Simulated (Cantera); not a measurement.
Charge: 1 mol CH3OH, 0.29 mol CO2, 0.37 mol H2, equilibrated at 2923.15 K and 1 atm.

Method: chemical equilibrium by Gibbs-energy minimisation in Cantera with the NASA 1993 tables (ideal gas, pure condensed phases). Candidate condensed phases: C, C6H6, C7H8, C8H18, H2O; 110 gas species. Rates play no part.

Base state: H2 0.506, CO 0.330, H 0.0876, H2O 0.0657, CO2 0.00592, OH 0.00355, O 0.000380, O2 1.96e-5 (mole fractions); condensed: gas only.

**Question.** What changes in the equilibrium state with this change: temperature from 2923.15 K to 1298 K?

**Answer.** 
```
species    before    after
-------  --------  -------
H2          0.506    0.588
CO          0.330    0.333
H2O        0.0657   0.0600
H          0.0876  8.16e-7
CO2       0.00592   0.0194
OH        0.00355  1.08e-9
O        0.000380    <1e-9
```
